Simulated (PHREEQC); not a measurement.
Consider water at 20 °C with 0.15 mol CuSO4, 0.0024 mol MgSO4, 0.0043 mol HCl and 4.2e-05 mol NaCl per kg of water. Closed to the air; pH follows from the charge balance.

The numbers come from PHREEQC with the ion-association model, wateq4f.dat.

```
quantity                         before   after
-------------------------------  ------  ------
pH                                 2.92    1.87
ionic strength (mol/kgw)          0.304   0.336
CuSO4 (mol/kgw)                  0.0747  0.0644
SO4-2 (mol/kgw)                  0.0736  0.0614
SI of Chalcanthite (CuSO4:5H2O)   -0.74   -0.81
SI of Antlerite (Cu3(OH)4SO4)     -3.32   -7.54
```

Q: What was changed between the two runs?
(A) MgSO4 replaced by KHSO4 at the same molality
(B) CuSO4 from 0.15 to 0.03 mol/kgw
(C) HCl from 0.0043 to 0.043 mol/kgw
(D) MgSO4 from 0.0024 to 0.00048 mol/kgw
(E) CuSO4 from 0.15 to 0.165 mol/kgw

A: C, HCl from 0.0043 to 0.043 mol/kgw

Precipitation was switched off in this run.
